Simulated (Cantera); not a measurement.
Charge: 1 mol Si₂H₆, 26 mol O₂, 2.7 mol H₂, equilibrated at 1350 K and 0.000960 bar.

Method: chemical equilibrium by Gibbs-energy minimisation in Cantera with the NASA 1993 tables (ideal gas, pure condensed phases). Candidate condensed phases: H₂O, Si, SiO₂; 18 gas species. The feed counts by its element totals alone. The tables hold silica as quartz up to 1696 K and as liquid above; real silica turns to tridymite and cristobalite and melts near 1996 K. Rates play no part.

Base state: O₂ 0.788, H₂O 0.212, OH 0.000211, O 1.21e-5 (mole fractions); condensed: SiO₂(β-quartz).

**Question.** What changes in the equilibrium state with this change: H₂ from 2.7 to 7.6 mol?

**Answer.** 
```tsv
species	before	after
O₂	0.788	0.638
H₂O	0.212	0.362
OH	0.000211	0.000262
O	1.21e-5	1.09e-5
SiO₂(β-quartz), mol	2.00	2.00
```
